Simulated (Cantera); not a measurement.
A freely propagating, adiabatic, planar premixed flame of H2 : O2 : N2 = 1 : 0.312 : 1.28 (molar parts), equivalence ratio 1.6, unburnt at 475 K and 1.01 bar; mixture-averaged transport, grid criteria slope 0.08 and curve 0.16, no radiation.

Computed with Cantera and the H2/O2 subset of GRI-Mech 3.0, which has no nitrogen chemistry. Burning velocities carry a grid error of a few per cent, more on coarse grids.

### Question
What does this change do: H2 1 to 1.3 parts?

### Answer
| quantity | before | after |
|---|---|---|
| laminar burning velocity | 577 cm/s | 565 cm/s |
| thermal thickness | 0.405 mm | 0.409 mm |
| peak x(OH) | 0.00753 | 0.00328 |
| peak x(H2O2) | 3.39e-5 | 2.77e-5 |
| peak x(HO2) | 0.000363 | 0.000339 |
| peak x(O) | 0.00536 | 0.00306 |

### Question
What does this change do: O2 0.312 to 0.4 parts?

### Answer
```
quantity                    before     after
------------------------  --------  --------
laminar burning velocity  577 cm/s  655 cm/s
thermal thickness         0.405 mm  0.402 mm
peak x(OH)                 0.00753    0.0180
peak x(H2O2)               3.39e-5   4.12e-5
peak x(HO2)               0.000363  0.000429
peak x(O)                  0.00536    0.0111
```
